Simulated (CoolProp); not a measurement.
Properties of n-decane along the isobar 1310 kPa.

Model: reference Helmholtz-energy equation of state, Lemmon 2006, in CoolProp. It is a short technical equation, of lower accuracy than the large ones.

| T (K) | phase | cp (kJ/(kg K)) | Joule-Thomson coefficient (K/MPa) | isothermal compressibility (1/MPa) | conductivity (mW/(m K)) |
|---|---|---|---|---|---|
| 310.6 | liquid | 2.238 | -0.4147 | 0.001203 | (withheld) |
| 324.1 | liquid | 2.290 | -0.3984 | 0.001324 | 123 |
| 337.5 | liquid | (withheld) | -0.3816 | 0.001460 | 120 |
| 351 | liquid | 2.398 | -0.3640 | 0.001615 | 117 |
| 364.5 | liquid | 2.454 | -0.3455 | 0.001792 | 114 |
| 378 | liquid | 2.510 | -0.3259 | 0.001996 | 110 |
| 391.4 | liquid | 2.566 | -0.3053 | 0.002230 | (withheld) |
| 404.9 | liquid | 2.623 | -0.2830 | (withheld) | 105 |
| 418.4 | liquid | 2.681 | -0.2588 | 0.002830 | 102 |
| 431.9 | liquid | 2.738 | -0.2320 | 0.003217 | 98.9 |
| 445.3 | liquid | 2.796 | -0.2023 | 0.003681 | 96.2 |
| 458.8 | liquid | 2.854 | -0.1682 | 0.004254 | (withheld) |
| 472.3 | liquid | 2.914 | (withheld) | 0.004970 | (withheld) |
| 485.8 | liquid | (withheld) | -0.08120 | 0.005883 | 88.7 |

### Question
Fill in the missing entries.

### Answer

- 310.6, conductivity (mW/(m K)): 127
- 337.5, cp (kJ/(kg K)): 2.344
- 391.4, conductivity (mW/(m K)): 107
- 404.9, isothermal compressibility (1/MPa): 0.002505
- 458.8, conductivity (mW/(m K)): 93.6
- 472.3, Joule-Thomson coefficient (K/MPa): -0.1285
- 472.3, conductivity (mW/(m K)): 91.1
- 485.8, cp (kJ/(kg K)): 2.975

Thermal conductivity comes from a separate model (Huber 2005).
